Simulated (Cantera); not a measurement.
What does this Cantera script print?

```python
import numpy as np
import cantera as ct

gas = ct.Solution("gri30.yaml")
gas.TPX = 575, 120000, {'C3H8': 1, 'O2': 7.46, 'N2': 28.1}
flame = ct.FreeFlame(gas, width=0.035)
flame.set_refine_criteria(ratio=3, slope=0.08, curve=0.16)
flame.transport_model = "mixture-averaged"
flame.solve(loglevel=0, auto=True)
z, T = flame.grid, flame.T
thick = (T[-1] - T[0]) / np.gradient(T, z).max()
show = ['C3H8', 'O2', 'NO', 'O', 'CO2', 'CH2CO']
print(f"laminar burning velocity  {flame.velocity[0] * 100:.3f} cm/s")
print(f"burnt temperature         {T[-1]:.1f} K")
print(f"thermal thickness         {thick * 1e3:.4f} mm")
print(f"grid points               {len(z)}")
z0 = z[flame.heat_release_rate.argmax()]
print(f"{'z/mm':>9s}{'T/K':>9s}{'u/(m/s)':>9s}" + "".join(f"{s:>11s}" for s in show))
rows = []
for k in (-3, -2, -1.5, -1, -0.5, -0.25, 0, 0.25, 0.5, 1, 2, 4, 8):
    zz = z0 + k * thick
    rows.append([k * thick, np.interp(zz, z, T), np.interp(zz, z, flame.velocity),
                 *(np.interp(zz, z, flame.X[gas.species_index(s)]) for s in show)])
    print(f"{rows[-1][0] * 1e3:9.3f}{rows[-1][1]:9.1f}{rows[-1][2]:9.3f}" + "".join(f"{x:11.3e}" for x in rows[-1][3:]))
```

Output:

```
laminar burning velocity  91.568 cm/s
burnt temperature         2047.0 K
thermal thickness         0.3046 mm
grid points               135
     z/mm      T/K  u/(m/s)       C3H8         O2         NO          O        CO2      CH2CO
   -0.914    575.3    0.917  2.734e-02  2.039e-01  1.061e-10  6.177e-16  7.067e-07  1.674e-08
   -0.609    577.4    0.921  2.731e-02  2.035e-01  1.057e-09  3.629e-13  9.439e-06  2.662e-07
   -0.457    584.2    0.933  2.726e-02  2.027e-01  4.231e-09  1.436e-11  4.484e-05  1.413e-06
   -0.305    623.2    0.999  2.689e-02  1.987e-01  2.687e-08  2.454e-09  3.404e-04  1.296e-05
   -0.152    872.2    1.421  2.109e-02  1.742e-01  2.860e-07  1.268e-06  3.736e-03  1.940e-04
   -0.076   1186.1    1.968  9.253e-03  1.425e-01  7.571e-07  4.446e-05  1.050e-02  6.595e-04
    0.000   1518.6    2.555  5.347e-04  1.060e-01  1.609e-06  8.573e-04  2.269e-02  9.278e-04
    0.076   1666.2    2.804  1.330e-06  8.586e-02  2.857e-06  3.531e-03  3.619e-02  2.193e-04
    0.152   1724.2    2.890  7.522e-10  7.782e-02  4.123e-06  4.984e-03  4.691e-02  1.698e-05
    0.305   1799.6    2.997  9.701e-16  7.161e-02  6.303e-06  5.100e-03  5.970e-02  6.642e-08
    0.609   1886.2    3.122  3.448e-23  6.768e-02  9.538e-06  3.891e-03  6.885e-02  1.398e-11
    1.218   1961.8    3.232  6.187e-35  6.567e-02  1.365e-05  2.210e-03  7.381e-02  3.241e-17
    2.436   2010.8    3.303  8.227e-45  6.471e-02  1.824e-05  1.024e-03  7.694e-02  1.366e-21
```

Model: GRI-Mech 3.0 (53 species, 325 reactions), integrated in Cantera. GRI-Mech 3.0 was tuned for natural gas; its chemistry of propane as a main component is partial and can be far from experiment. Burning velocities carry a grid error of a few per cent, more on coarse grids.
